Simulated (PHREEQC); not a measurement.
Solution (25 °C): 140 mmol/kgw NH3 and 6.3 mmol/kgw NaCl. Closed to the air; pH follows from the charge balance.

The numbers come from PHREEQC with the ion-association model, wateq4f.dat.

Precipitation was switched off in this run.

Question: What pH does the model give?

Answer: pH 11.19.

Question: In which forms is N present?

Answer: NH3 99 %, NH4+ 1.2 % of the N.
